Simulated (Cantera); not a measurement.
Cantera run:

```python
import numpy as np
import cantera as ct

gas_names = """
    CL CL2 H HCL H2 N NH NH2 NH3 N2 N2H2 N2H4 Si SiCL SiCL2 SiCL3 SiCL4 SiH SiHCL3 SiH2 SiH2CL2 SiH3
    SiH3CL SiH4 SiN Si2 Si2N Si3
""".split()
cond_names = """
    NH4CL(a) NH4CL(b) Si(cr) Si(L) Si3N4(a)
""".split()


def load(file, names, dense=False):
    # The tables refer to 1 bar. Condensed volumes are neglected.
    table = {s.name: s for s in ct.Species.list_from_file(file)}
    out = []
    for n in names:
        d = dict(table[n].input_data)
        d["thermo"] = dict(d["thermo"], **{"reference-pressure": 1e5})
        if dense:
            d["equation-of-state"] = {"model": "constant-volume", "density": "1e6 g/cm^3"}
        out.append(ct.Species.from_dict(d))
    return out


gas = ct.Solution(thermo="ideal-gas", species=load("nasa_gas.yaml", gas_names))
cond = {s.name: ct.Solution(thermo="fixed-stoichiometry", species=[s], name=s.name)
        for s in load("nasa_condensed.yaml", cond_names, dense=True)}
atoms = {
    'SiCl4': {'Si': 1, 'CL': 4},
    'N2': {'N': 2},
    'H2': {'H': 2},
}
top_T = {'Si3N4(a)': 2400}  # K; cautious upper limits of use, not melting points


def equilibrate(T, P, feed):
    n = {}
    for name, mol in feed.items():
        for a, k in atoms[name].items():
            n[a] = n.get(a, 0.0) + k * mol
    gas.TPX = T, P, n
    mass = sum(n.values()) * gas.mean_molecular_weight
    gas.equilibrate("TP")
    valid = [c for c in cond.values() if c.min_temp <= T <= top_T.get(c.name, c.max_temp)]
    mix = ct.Mixture([(gas, mass / gas.mean_molecular_weight)] + [(c, 0.0) for c in valid])
    mix.T, mix.P = T, P
    mix.equilibrate("TP", solver="vcs", rtol=1e-11, max_steps=5000)
    return mix


results = []
feed = {'SiCl4': 1, 'N2': 0.87, 'H2': 11}  # mol
P = 10000  # Pa
for T in [1125, 1175, 1225, 1275, 1325, 1375, 1425, 1475, 1525, 1575, 1625, 1675, 1725, 1775]:
    mix = equilibrate(T, P, feed)
    results.append((T, P, feed, dict(zip(mix.species_names, mix.species_moles))))

top = {s: max(r[3][s] / sum(r[3][g] for g in gas_names) for r in results) for s in gas_names}
cols = sorted((s for s in top if top[s] > 1e-05), key=lambda s: -top[s])[:8]
seen = [c for c in cond_names if any(r[3].get(c, 0) > 1e-12 for r in results)]
print("log10 of partial pressures in bar; condensed amounts in mol")
print(f"{'T/K':>10s}" + "".join(f"{s[:9]:>10s}" for s in cols + seen))
for T, P, feed, n in results:
    ng = sum(n[g] for g in gas_names)
    print(f"{T:10.4g}" + "".join(f"{np.log10(max(n[s] / ng * P / 1e5, 1e-99)):10.3f}" for s in cols)
          + "".join(f"{n.get(c, 0):10.4g}" for c in seen))
```

Result:

```
log10 of partial pressures in bar; condensed amounts in mol
       T/K        H2       HCL     SiCL2        N2     SiCL4     SiCL3    SiHCL3         H  Si3N4(a)
      1125    -1.151    -1.584    -5.678    -2.642    -2.984    -4.876    -4.312    -7.928     0.285
      1175    -1.152    -1.580    -5.142    -2.650    -3.023    -4.577    -4.223    -7.488    0.2876
      1225    -1.153    -1.576    -4.653    -2.654    -3.064    -4.307    -4.146    -7.083    0.2891
      1275    -1.154    -1.575    -4.209    -2.654    -3.109    -4.066    -4.082    -6.709     0.289
      1325    -1.154    -1.575    -3.809    -2.646    -3.165    -3.854    -4.035    -6.364    0.2861
      1375    -1.155    -1.579    -3.455    -2.626    -3.239    -3.678    -4.009    -6.042    0.2788
      1425    -1.154    -1.588    -3.149    -2.590    -3.342    -3.543    -4.014    -5.743    0.2648
      1475    -1.154    -1.605    -2.893    -2.538    -3.482    -3.453    -4.055    -5.464    0.2423
      1525    -1.152    -1.629    -2.684    -2.474    -3.662    -3.410    -4.132    -5.202    0.2105
      1575    -1.150    -1.663    -2.517    -2.406    -3.881    -3.408    -4.243    -4.957    0.1706
      1625    -1.148    -1.706    -2.385    -2.341    -4.132    -3.442    -4.382    -4.726     0.125
      1675    -1.145    -1.756    -2.281    -2.281    -4.409    -3.503    -4.542    -4.508   0.07659
      1725    -1.143    -1.812    -2.199    -2.229    -4.703    -3.587    -4.718    -4.302   0.02816
      1775    -1.141    -1.848    -2.157    -2.202    -4.980    -3.683    -4.901    -4.109         0
```

Equilibrium computed with Cantera from the NASA thermochemical tables; the gas is ideal and each condensed phase is pure. N2 is the only nitrogen source here; it is nearly inert below about 1500 K, so the nitride shown seldom forms there in practice. The tables' values for SiCl3, SiCl are old estimates; treat these amounts as uncertain. Gases not in the tables: Si2H6 and higher silanes.
